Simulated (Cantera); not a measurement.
# Thermodynamics of silicon oxide and oxynitride deposition, feed SiH2Cl2 + N2O

Input: 1 mol SiH2Cl2, 1.2 mol N2O, held at 873.15 K and 72000 Pa.

Cantera equilibrium calculation (NASA polynomials, part measured and part estimated; ideal gas, pure solids and liquids). Candidate condensed phases: H2O, NH4Cl, Si, SiO2, Si2N2O, Si3N4; 47 gas species. Equilibrium is a limit: real reactors are often held back by kinetics, nucleation or transport.

The x(HCl) comes out as 0.613. The x(N2) comes out as 0.332 and the x(H2) is 0.0366. The x(SiCl4) comes out as 0.0183 and the x(NH3) is 4.40e-6. The x(SiHCl3) is 2.35e-6, the x(H2O) is 1.62e-6 and the n(SiO2(β-quartz)) is 0.484 mol. The n(Si2N2O(s)) is 0.231 mol and the gas amount comes out as 2.916 mol. The log10 activity of Si(s) (absent) is -12.43.
